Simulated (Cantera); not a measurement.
Adiabatic ignition

An adiabatic, constant-volume homogeneous reactor starts with CO : H2 : CH4 : O2 : N2 = 1 : 1.1 : 0.31 : 5.57 : 20.9 (molar parts), equivalence ratio 0.30, at 1625 K and 140000 Pa.

Cantera simulation using GRI-Mech 3.0 (53 species, 325 reactions); the numbers are that mechanism's predictions, not measurements.

```tsv
t (s)	T (K)	P (bar)	x CO	x H2	x CH4	x CH3	x CH2CO
2.00e-6	1625	1.40	0.0346	0.0381	0.0107	8.16e-7	1.81e-12
6.44e-6	1625	1.40	0.0346	0.0380	0.0107	3.23e-5	1.88e-10
2.07e-5	1903	1.64	0.0335	0.00311	1.06e-9	2.31e-10	1.50e-9
6.68e-5	2245	1.90	0.00989	0.00219	<1e-12	<1e-12	<1e-12
0.000215	2445	2.04	0.00365	0.000739	<1e-12	<1e-12	<1e-12
0.000692	2470	2.06	0.00262	0.000554	<1e-12	<1e-12	<1e-12
0.00223	2466	2.06	0.00258	0.000546	<1e-12	<1e-12	<1e-12
0.00718	2457	2.05	0.00248	0.000528	<1e-12	<1e-12	<1e-12
0.0231	2443	2.04	0.00234	0.000501	<1e-12	<1e-12	<1e-12
0.0744	2438	2.03	0.00229	0.000492	<1e-12	<1e-12	<1e-12
0.240	2438	2.03	0.00229	0.000492	<1e-12	<1e-12	<1e-12
0.772	2438	2.03	0.00229	0.000492	<1e-12	<1e-12	<1e-12
2.48	2438	2.03	0.00229	0.000492	<1e-12	<1e-12	<1e-12
8.00	2438	2.03	0.00229	0.000492	<1e-12	<1e-12	<1e-12
```
x: mole fraction; the columns are a selection and need not sum to one.

- time of steepest temperature rise = 15.0 µs
- temperature at 8.00 s = 2438 K
- equilibrium temperature = 2438 K
- x(CO) at 8.00 s = 0.00229 (gas-phase equilibrium 0.00229)
- x(H2) at 8.00 s = 0.000492 (gas-phase equilibrium 0.000492)
- x(CH4) at 8.00 s = <1e-12 (gas-phase equilibrium <1e-12)
